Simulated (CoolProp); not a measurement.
cis-2-butene at 192.46 K and 1.98 MPa is throttled through a valve to 0.149 MPa with no heat exchange. Each further row changes one setting.

The numbers come from the reference Helmholtz-energy equation of state, Lemmon 2005 in CoolProp. It is a short technical equation, of lower accuracy than the large ones.

```csv
case,temperature change (K)
as stated,+0.9
outlet pressure 0.0447 MPa,+1.0
outlet pressure 0.194 MPa,+0.9
```
